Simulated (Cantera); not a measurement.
A perfectly stirred reactor is fed with 41.0 % H2, 11.3 % O2, 42.5 % N2, 5.27 % H2O, at 760 Torr; it is adiabatic with a 775 K inlet, and is followed from long to short residence time, starting on the burning branch (τ in s: 0.14, 0.049, 0.017, 0.0061, 0.0021, 0.00075, 0.00026, 9.2e-05, 3.2e-05).

Detailed kinetics in Cantera: GRI-Mech 3.0 (53 species, 325 reactions).

x: mole fraction; the columns are a selection and need not sum to one.

| τ (s) | T (K) | x H2 | x O2 | x H2O | x OH | x NO | x HO2 | x H |
|---|---|---|---|---|---|---|---|---|
| 0.14 | 2358 | 0.205 | 3.09e-5 | 0.310 | 0.00175 | 0.000123 | 2.28e-8 | 0.00664 |
| 0.049 | 2351 | 0.204 | 4.90e-5 | 0.310 | 0.00200 | 0.000108 | 3.40e-8 | 0.00765 |
| 0.017 | 2333 | 0.203 | 9.24e-5 | 0.309 | 0.00256 | 8.39e-5 | 6.54e-8 | 0.0100 |
| 0.0061 | 2300 | 0.201 | 0.000187 | 0.306 | 0.00354 | 6.09e-5 | 1.42e-7 | 0.0144 |
| 0.0021 | 2240 | 0.198 | 0.000405 | 0.303 | 0.00504 | 4.22e-5 | 3.18e-7 | 0.0222 |
| 0.00075 | 2151 | 0.192 | [?] | 0.297 | [?] | [?] | [?] | [?] |
| 0.00026 | 2022 | 0.185 | [?] | 0.290 | 0.00820 | [?] | [?] | [?] |
| 9.2e-5 | 1860 | 0.178 | 0.00353 | 0.281 | 0.00860 | 1.59e-5 | 2.81e-6 | 0.0699 |
| 3.2e-5 | 1671 | 0.173 | 0.00761 | 0.268 | 0.00750 | 8.96e-6 | 6.93e-6 | 0.0897 |

**Question.** What belongs in the gaps?

**Answer.** 
- 0.00075, x O2: 0.000852
- 0.00075, x OH: 0.00675
- 0.00075, x NO: 3.02e-5
- 0.00075, x HO2: 6.53e-7
- 0.00075, x H: 0.0337
- 0.00026, x O2: 0.00177
- 0.00026, x NO: 2.25e-5
- 0.00026, x HO2: 1.34e-6
- 0.00026, x H: 0.0501
